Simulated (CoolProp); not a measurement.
Carbon monoxide along the isobar 16.5 MPa: Z from the reference equation and from simpler models built on Tc = 132.9 K, pc = 3.498 MPa, ω = 0.050; each cubic takes its own stable root.

Model: reference Helmholtz-energy equation of state, Lemmon 2006, in CoolProp. It is a short technical equation, of lower accuracy than the large ones.

```csv
T (K),phase,reference,van der Waals,Redlich-Kwong,Soave-Redlich-Kwong
115.7,liquid,0.6873,0.9216,0.6875,0.6863
134.6,supercritical,0.6679,0.8565,0.6750,0.6753
153.5,supercritical,0.6832,0.8224,0.6955,0.7019
172.4,supercritical,0.7314,0.8131,0.7425,0.7599
191.3,supercritical,0.7982,0.8235,0.8015,0.8303
210.2,supercritical,0.8626,0.8470,0.8572,0.8939
229.1,supercritical,0.9149,0.8762,0.9029,0.9441
248,supercritical,0.9549,0.9051,0.9383,0.9818
266.9,supercritical,0.9851,0.9308,0.9654,1.010
285.8,supercritical,1.008,0.9525,0.9860,1.031
304.7,supercritical,1.025,0.9705,1.002,1.046
323.6,supercritical,1.038,0.9853,1.014,1.058
342.5,supercritical,1.048,0.9973,1.023,1.066
361.4,supercritical,1.056,1.007,1.031,1.072
```
